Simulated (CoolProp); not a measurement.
Saturation properties of trans-2-butene.

The numbers come from the reference Helmholtz-energy equation of state, Lemmon 2005 in CoolProp. It is a short technical equation, of lower accuracy than the large ones.

| T (K) | p (kPa) | liquid density (kg/m³) | enthalpy of vaporisation (kJ/kg) | liquid cp (kJ/(kg K)) | vapour Z | surface tension (mN/m) |
|---|---|---|---|---|---|---|
| 297.5 | 229.3 | 599.3 | 382.1 | 2.327 | 0.9268 | 13.2 |
| 307.6 | 312.3 | 587.0 | 371.2 | 2.378 | 0.9100 | 11.9 |
| 317.7 | 416.2 | 574.3 | 359.7 | 2.435 | 0.8910 | 10.8 |
| 327.9 | 545.7 | 560.9 | 347.2 | 2.499 | 0.8692 | 9.58 |
| 338 | 701.4 | 546.9 | 333.9 | 2.570 | 0.8450 | 8.43 |
| 348.1 | 887.9 | 532.1 | 319.5 | 2.650 | 0.8178 | 7.32 |
| 358.3 | 1111 | 516.2 | 303.5 | 2.746 | 0.7871 | 6.22 |
| 368.4 | 1371 | 499.3 | 286.1 | 2.860 | 0.7530 | 5.17 |
| 378.5 | 1673 | 480.7 | 266.5 | 3.005 | 0.7145 | 4.16 |

It boils at 274.0 K under 1 atm.

Surface tension comes from a separate correlation (Mulero 2014).
